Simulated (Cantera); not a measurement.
What does this Cantera script print?

```python
import numpy as np
import cantera as ct

gas_names = """
    H HO2 H2 H2O H2O2 O OH O2 O3
""".split()
cond_names = """
    H2O(s) H2O(L)
""".split()


# ... load() reads the species with a 1 bar reference pressure and builds the phases ...
atoms = {
    'H2O': {'H': 2, 'O': 1},
    'H2': {'H': 2},
}
top_T = {}  # K; cautious upper limits of use, not melting points


# ... equilibrate(T, P, feed) seeds the gas with the atoms and calls Mixture.equilibrate('TP', solver="vcs", rtol=1e-11, max_steps=5000) ...
results = []
feed = {'H2O': 1, 'H2': 2.5}  # mol
T = 3100  # K
for P in [10, 84, 710, 6000, 50000, 420000, 3600000, 30000000]:
    mix = equilibrate(T, P, feed)
    results.append((T, P, feed, dict(zip(mix.species_names, mix.species_moles))))

top = {s: max(r[3][s] / sum(r[3][g] for g in gas_names) for r in results) for s in gas_names}
cols = sorted((s for s in top if top[s] > 0.0001), key=lambda s: -top[s])[:5]
seen = [c for c in cond_names if any(r[3].get(c, 0) > 1e-12 for r in results)]
print("log10 of partial pressures in bar; condensed amounts in mol")
print(f"{'P/Pa':>10s}" + "".join(f"{s[:9]:>10s}" for s in cols + seen))
for T, P, feed, n in results:
    ng = sum(n[g] for g in gas_names)
    print(f"{P:10.4g}" + "".join(f"{np.log10(max(n[s] / ng * P / 1e5, 1e-99)):10.3f}" for s in cols)
          + "".join(f"{n.get(c, 0):10.4g}" for c in seen))
```

It prints:

```
log10 of partial pressures in bar; condensed amounts in mol
      P/Pa         H        H2       H2O         O        OH
        10    -4.059    -6.773    -9.668    -4.904    -7.400
        84    -3.141    -4.938    -6.915    -3.986    -5.565
       710    -2.263    -3.181    -4.293    -3.121    -3.821
      6000    -1.531    -1.717    -2.271    -2.563    -2.531
     5e+04    -0.959    -0.573    -0.985    -2.420    -1.817
   4.2e+05    -0.456     0.433     0.036    -2.406    -1.299
   3.6e+06     0.025     1.395     0.998    -2.406    -0.818
     3e+07     0.490     2.326     1.928    -2.406    -0.353
```

These are equilibrium values from Cantera (NASA tables, ideal gas, pure condensed phases), not measurements of a reactor. The ideal-gas law is rough above about 30 bar.
